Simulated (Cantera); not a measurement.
Input: 1 mol PbCl2, 0.53 mol HCl, 0.32 mol H2, held at 0.280 bar.

Equilibrium computed with Cantera from the NASA thermochemical tables; the gas is ideal and each condensed phase is pure. Candidate condensed phases: Pb, PbCl2; 10 gas species. The tables' values for PbCl4 are old estimates; treat these amounts as uncertain. The numbers say what is thermodynamically allowed, not how fast it happens.

Q: At 1677 °C, list the 4 most abundant gas species with their mole fractions, and the condensed phases.

A: HCl 0.520, PbCl 0.230, PbCl2 0.202, Pb 0.0283. Condensed: gas only.
